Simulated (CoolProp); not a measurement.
Vapour-liquid equilibrium of sulfur dioxide (1) + toluene (2) at 354 K; x and y are mole fractions of (1).

Model: multi-fluid Helmholtz-energy mixture model, Gao 2016 and Lemmon 2006; pair parameters Bell 2016, in CoolProp.

```json
[
 {"x": "0.05", "bubble pressure (bar)": "1.004", "y at the bubble point": "0.613", "dew pressure at overall composition x (bar)": "0.4210", "liquid density (mol/L)": "9.058"},
 {"x": "0.15", "bubble pressure (bar)": "2.445", "y at the bubble point": "0.852", "dew pressure at overall composition x (bar)": "0.4697", "liquid density (mol/L)": "9.655"},
 {"x": "0.25", "bubble pressure (bar)": "4.116", "y at the bubble point": "0.919", "dew pressure at overall composition x (bar)": "…", "liquid density (mol/L)": "…"},
 {"x": "0.35", "bubble pressure (bar)": "5.920", "y at the bubble point": "0.949", "dew pressure at overall composition x (bar)": "0.6104", "liquid density (mol/L)": "11.04"},
 {"x": "0.45", "bubble pressure (bar)": "7.775", "y at the bubble point": "0.965", "dew pressure at overall composition x (bar)": "…", "liquid density (mol/L)": "11.85"},
 {"x": "0.55", "bubble pressure (bar)": "9.627", "y at the bubble point": "0.976", "dew pressure at overall composition x (bar)": "0.8703", "liquid density (mol/L)": "12.76"},
 {"x": "0.65", "bubble pressure (bar)": "11.46", "y at the bubble point": "0.983", "dew pressure at overall composition x (bar)": "1.105", "liquid density (mol/L)": "13.78"},
 {"x": "0.75", "bubble pressure (bar)": "13.30", "y at the bubble point": "0.988", "dew pressure at overall composition x (bar)": "1.515", "liquid density (mol/L)": "…"},
 {"x": "0.85", "bubble pressure (bar)": "15.21", "y at the bubble point": "0.993", "dew pressure at overall composition x (bar)": "2.411", "liquid density (mol/L)": "16.25"},
 {"x": "0.95", "bubble pressure (bar)": "17.25", "y at the bubble point": "0.998", "dew pressure at overall composition x (bar)": "5.990", "liquid density (mol/L)": "17.74"}
]
```

Q: What belongs in the gaps?

A: 
- 0.25, dew pressure at overall composition x (bar): 0.5309
- 0.25, liquid density (mol/L): 10.31
- 0.45, dew pressure at overall composition x (bar): 0.7176
- 0.75, liquid density (mol/L): 14.94

No azeotrope shows between x = 0.05 and 0.95.

The pair parameters rest on a limited set of measurements; away from them the model extrapolates.
